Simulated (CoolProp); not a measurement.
Neopentane at several states: density (kg/m³) from the reference equation and from simpler models built on Tc = 433.7 K, pc = 3.196 MPa, ω = 0.196; each cubic takes its own stable root.

Values from CoolProp's reference Helmholtz-energy equation of state, Lemmon 2006. It is a short technical equation, of lower accuracy than the large ones.

```
T (K)  p (MPa)   phase  reference
-----  -------  ------  ---------
427.3     1.27     gas      30.68
383.9     11.5  liquid      513.9
368.7   0.0171     gas     0.4037
```

Question: How far does each simpler model (van der Waals, Redlich-Kwong, Soave-Redlich-Kwong, Peng-Robinson) lie from the reference over these 3 states: mean and median of the absolute difference, and the worst?

Answer: 
- van der Waals: mean 10.7 %, median 2.4 %, worst -29.6 % at 383.9 K and 11.5 MPa
- Redlich-Kwong: mean 2.2 %, median 0.2 %, worst -6.2 % at 383.9 K and 11.5 MPa
- Soave-Redlich-Kwong: mean 1.6 %, median 0.1 %, worst -4.8 % at 383.9 K and 11.5 MPa
- Peng-Robinson: mean 2.8 %, median 1.7 %, worst +6.8 % at 383.9 K and 11.5 MPa
